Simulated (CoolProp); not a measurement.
The fluid at 296 K and 0.52 MPa is throttled through a valve to 0.223 MPa with no heat exchange. The same conditions are run with several fluids, on thermodynamics alone (safety and materials aside).

The numbers come from the reference Helmholtz-energy equation of state of each fluid (p-xylene: Zhou 2012; methanol: de Reuck 1993; R21: Platzer 1990; R245fa: Akasaka 2015; n-butane: Bücker 2006) in CoolProp. The equations of Platzer and Polt are older, rougher fits.

```json
[
 {"fluid": "p-xylene", "temperature change (K)": "+0.1", "final phase": "liquid", "final density (kg/m³)": "?"},
 {"fluid": "methanol", "temperature change (K)": "+0.1", "final phase": "liquid", "final density (kg/m³)": "?"},
 {"fluid": "R21", "temperature change (K)": "+0.1", "final phase": "liquid", "final density (kg/m³)": "?"},
 {"fluid": "R245fa", "temperature change (K)": "+0.1", "final phase": "liquid", "final density (kg/m³)": "?"},
 {"fluid": "n-butane", "temperature change (K)": "?", "final phase": "two-phase, vapour fraction 0.005", "final density (kg/m³)": "?"}
]
```

Question: What belongs in the gaps?

Answer: 
- p-xylene, final density (kg/m³): 859
- methanol, final density (kg/m³): 788
- R21, final density (kg/m³): 1370
- R245fa, final density (kg/m³): 1340
- n-butane, temperature change (K): -0.6
- n-butane, final density (kg/m³): 391
